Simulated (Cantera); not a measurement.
**H2S + H2 + CH4 (abatement and gas-phase synthesis)**

A closed system holds: 1 mol H2S, 0.095 mol H2, 0.013 mol CH4, held at 1000 Pa.

Equilibrium computed with Cantera from the NASA thermochemical tables; the gas is ideal and each condensed phase is pure. Candidate condensed phases: C, C6H6, C7H8, C8H18, S; 83 gas species. Rates play no part.

From 1602 °C to 1902 °C nothing is condensed. The main C-bearing gas is CS2 at 1602 °C and CS at 1902 °C.

| T (°C) | x H2 | x S2 | x S | x SH | x H | x H2S |
|---|---|---|---|---|---|---|
| 1602 | 0.654 | 0.274 | 0.00696 | 0.0225 | 0.00530 | 0.0291 |
| 1627 | 0.653 | 0.273 | 0.00835 | 0.0239 | 0.00641 | 0.0269 |
| 1652 | 0.652 | 0.272 | 0.00996 | 0.0253 | 0.00772 | 0.0248 |
| 1677 | 0.651 | 0.271 | 0.0118 | 0.0268 | 0.00925 | 0.0230 |
| 1702 | 0.649 | 0.269 | 0.0140 | 0.0282 | 0.0110 | 0.0213 |
| 1727 | 0.646 | 0.267 | 0.0164 | 0.0297 | 0.0131 | 0.0197 |
| 1752 | 0.643 | 0.265 | 0.0192 | 0.0312 | 0.0154 | 0.0183 |
| 1777 | 0.640 | 0.262 | 0.0224 | 0.0326 | 0.0181 | 0.0169 |
| 1802 | 0.636 | 0.259 | 0.0260 | 0.0341 | 0.0212 | 0.0157 |
| 1827 | 0.632 | 0.256 | 0.0300 | 0.0355 | 0.0248 | 0.0146 |
| 1852 | 0.627 | 0.252 | 0.0345 | 0.0369 | 0.0287 | 0.0135 |
| 1877 | 0.621 | 0.248 | 0.0395 | 0.0382 | 0.0332 | 0.0125 |
| 1902 | 0.615 | 0.243 | 0.0450 | 0.0395 | 0.0383 | 0.0116 |
x: gas mole fraction; nothing condenses.
